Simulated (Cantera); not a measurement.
An adiabatic, constant-volume homogeneous reactor starts with CH4 : H2 : O2 : N2 : H2O = 1 : 0.09 : 3.47 : 13 : 0.89 (molar parts), at 1750 K and 0.987 atm. Integrator tolerance rtol = 1e-08.

Model: GRI-Mech 3.0 (53 species, 325 reactions), integrated in Cantera.

**Question.** What does this change do: initial temperature 1750 to 1375 K?

**Answer.** 
```json
[
 {"quantity": "time of steepest temperature rise", "before": "0.116 ms", "after": "2.16 ms"},
 {"quantity": "temperature at 0.400 s", "before": "2722 K", "after": "2564 K"},
 {"quantity": "equilibrium temperature", "before": "2722 K", "after": "2564 K"},
 {"quantity": "x(CH4) at 0.400 s", "before": "<1e-12 (gas-phase equilibrium <1e-12)", "after": "<1e-12 (gas-phase equilibrium <1e-12)"},
 {"quantity": "x(H2) at 0.400 s", "before": "0.00677 (gas-phase equilibrium 0.00677)", "after": "0.00333 (gas-phase equilibrium 0.00333)"},
 {"quantity": "x(O2) at 0.400 s", "before": "0.0683 (gas-phase equilibrium 0.0683)", "after": "0.0696 (gas-phase equilibrium 0.0696)"},
 {"quantity": "x(CH3) at 0.400 s", "before": "<1e-12 (gas-phase equilibrium <1e-12)", "after": "<1e-12 (gas-phase equilibrium <1e-12)"},
 {"quantity": "x(H2O2) at 0.400 s", "before": "4.99e-7 (gas-phase equilibrium 4.99e-7)", "after": "4.34e-7 (gas-phase equilibrium 4.34e-7)"},
 {"quantity": "x(H) at 0.400 s", "before": "0.00407 (gas-phase equilibrium 0.00407)", "after": "0.00140 (gas-phase equilibrium 0.00140)"},
 {"quantity": "x(CH2) at 0.400 s", "before": "<1e-12 (gas-phase equilibrium <1e-12)", "after": "<1e-12 (gas-phase equilibrium <1e-12)"}
]
```
